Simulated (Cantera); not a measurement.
What does this Cantera script print?

```python
import numpy as np
import cantera as ct

gas = ct.Solution("gri30.yaml")
gas.TPX = 1873, 1500, {'CH4': 1, 'N2': 67}
reactor = ct.IdealGasConstPressureReactor(gas, energy="off", clone=False)
net = ct.ReactorNet([reactor])
net.rtol, net.atol = 1e-08, 1e-18
show = ['CH4', 'C2H4', 'C2H6', 'H2', 'C2H', 'HCN']
times = np.geomspace(1e-06, 4, 12)

steps = ct.SolutionArray(gas, extra=["t"])
rows = []
print(f"{'t/s':>10s}{'T/K':>9s}{'P/Pa':>11s}" + "".join(f"{s:>11s}" for s in show))
for t in times:
    while net.time < t:
        t_next = net.step()
        steps.append(gas.state, t=t_next)
    rows.append([np.interp(t, steps.t, y) for y in (steps.T, steps.P, *steps(*show).X.T)])
    print(f"{t:10.3e}{rows[-1][0]:9.1f}{rows[-1][1]:11.4g}" + "".join(f"{x:11.3e}" for x in rows[-1][2:]))
rate = np.gradient(steps.T, steps.t)
print("integrator steps:", len(steps.t))
if steps.T.max() > steps.T[0] + 200:
    print(f"time of steepest temperature rise: {steps.t[rate.argmax()]:.4e} s")
gas.TPX = 1873, 1500, {'CH4': 1, 'N2': 67}
gas.equilibrate("TP")
print(f"equilibrium (TP): T = {gas.T:.1f} K  " + "  ".join(f"{s} {gas[s].X[0]:.3e}" for s in show))
```

It prints:

```
       t/s      T/K       P/Pa        CH4       C2H4       C2H6         H2        C2H        HCN
 1.000e-06   1873.0       1500  1.471e-02  9.636e-18  8.453e-19  1.279e-10  7.762e-32  1.122e-19
 3.983e-06   1873.0       1500  1.471e-02  5.859e-16  5.275e-17  1.987e-09  1.461e-28  6.499e-18
 1.586e-05   1873.0       1500  1.471e-02  3.721e-14  3.547e-15  3.019e-08  4.305e-25  3.346e-16
 6.318e-05   1873.0       1500  1.470e-02  3.226e-12  2.804e-13  4.122e-07  1.630e-21  1.246e-14
 2.516e-04   1873.0       1500  1.470e-02  4.728e-10  2.496e-11  3.999e-06  7.022e-18  3.474e-13
 1.002e-03   1873.0       1500  1.466e-02  5.301e-08  1.343e-09  2.252e-05  1.647e-14  9.622e-12
 3.991e-03   1873.0       1500  1.450e-02  3.743e-06  3.240e-08  1.039e-04  2.140e-11  3.884e-10
 1.590e-02   1873.0       1500  1.349e-02  1.750e-04  4.732e-07  9.215e-04  1.171e-08  3.383e-08
 6.331e-02   1873.0       1500  5.885e-03  3.938e-04  5.686e-07  1.186e-02  3.508e-07  3.894e-06
 2.522e-01   1873.0       1500  8.089e-04  1.247e-05  2.490e-08  2.027e-02  8.007e-07  2.792e-05
 1.004e+00   1873.0       1500  5.338e-05  1.621e-07  2.740e-10  2.146e-02  1.359e-06  7.878e-05
 4.000e+00   1873.0       1500  8.221e-07  3.454e-08  1.228e-13  2.149e-02  1.926e-06  1.126e-04
integrator steps: 1100
equilibrium (TP): T = 1873.0 K  CH4 3.449e-08  C2H4 2.115e-09  C2H6 6.070e-16  H2 2.135e-02  C2H 1.975e-07  HCN 1.356e-02
```

Computed with Cantera and GRI-Mech 3.0 (53 species, 325 reactions). GRI-Mech 3.0 stops at C3 and has no aromatics, soot or wall deposition, so with more carbon than oxygen in the feed, carbon stays in small species such as C2H2 where larger ones or solid carbon would form. Radical loss at walls, strong at low pressure, is not modelled.
